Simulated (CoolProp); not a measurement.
Values from CoolProp's reference Helmholtz-energy equation of state, Lemmon 2006. It is a short technical equation, of lower accuracy than the large ones.

Question: For carbon monoxide, give the phase and the Joule-Thomson coefficient (K/MPa) at -116.65 °C and 0.309 MPa; -73.65 °C and 0.0186 MPa; 47.85 °C and 0.155 MPa.

Answer: 
- -116.65 °C and 0.309 MPa: gas; Joule-Thomson coefficient 8.02
- -73.65 °C and 0.0186 MPa: gas; Joule-Thomson coefficient 5.34
- 47.85 °C and 0.155 MPa: gas; Joule-Thomson coefficient 2.18
